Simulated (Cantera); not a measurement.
Charge: 1 mol Cu, 0.54 mol F2, a varied amount of N2, held at 2.50 Pa.

These are equilibrium values from Cantera (NASA tables, ideal gas, pure condensed phases), not measurements of a reactor. Candidate condensed phases: Cu, CuF2; 11 gas species. The numbers say what is thermodynamically allowed, not how fast it happens.

Stable condensed phases, one row left out:

```
T in °C \ n(N2) in mol
          0.2 0.32 0.52 0.83  1.3  2.1  3.4  5.4
    927     A    A    A    A    A    A    A    A
    877     A    A    A    A    A    A    A    A
    827     B    B    A    A    A    A    A    A
    777     B    B    B    B    B    B    B    A
    727     B    B    B    B    B    B    B    B
    627     C    C    C    C    C    C    C    C
    577     C    C    C    C    C    C    C    C
    527     C    C    C    C    C    C    C    C
    477     C    C    C    C    C    C    C    C
```

A: gas only; B: Cu; C: Cu + CuF2.

Task: Give the row for 677 °C.

Result: 0.2: Cu + CuF2; 0.32: Cu + CuF2; 0.52: Cu + CuF2; 0.83: Cu + CuF2; 1.3: Cu + CuF2; 2.1: Cu + CuF2; 3.4: Cu; 5.4: Cu.
